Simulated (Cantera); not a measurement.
Input: 1 mol CaCO3, 0.49 mol O2, 4.5 mol H2O, equilibrated at 825 K.

Equilibrium computed with Cantera from the NASA thermochemical tables; the gas is ideal and each condensed phase is pure. Candidate condensed phases: C, C6H6, C7H8, C8H18, Ca, CaCO3, CaO, Ca(OH)2, H2O; 115 gas species. Kinetics and transport are ignored.

x: gas mole fraction; n: condensed amount in mol.

| P (Pa) | x H2O | x O2 | x CO2 | x OH | n CaCO3(calcite) | n CaO(s) | n Ca(OH)2(s) |
|---|---|---|---|---|---|---|---|
| 1000 | 0.840 | 0.0915 | 0.0684 | 1.36e-8 | 0.634 | 0.366 | 0 |
| 4600 | 0.888 | 0.0967 | 0.0149 | 9.68e-9 | 0.925 | 0.0753 | 0 |
| 21000 | 0.899 | 0.0979 | ___ | ___ | 0.984 | ___ | 0 |
| 96000 | 0.901 | 0.0981 | 0.000712 | 4.58e-9 | 0.996 | 0.00356 | 0 |
| 440000 | 0.901 | 0.0982 | 0.000352 | ___ | 0.998 | 0 | 0.00176 |
| 2000000 | 0.901 | 0.0982 | 0.000352 | 2.14e-9 | 0.998 | 0 | 0.00176 |

### Question
Complete the blanks.

### Answer

- 440000, x OH: 3.13e-9
- 21000, x CO2: 0.00326
- 21000, x OH: 6.68e-9
- 21000, n CaO(s): 0.0163
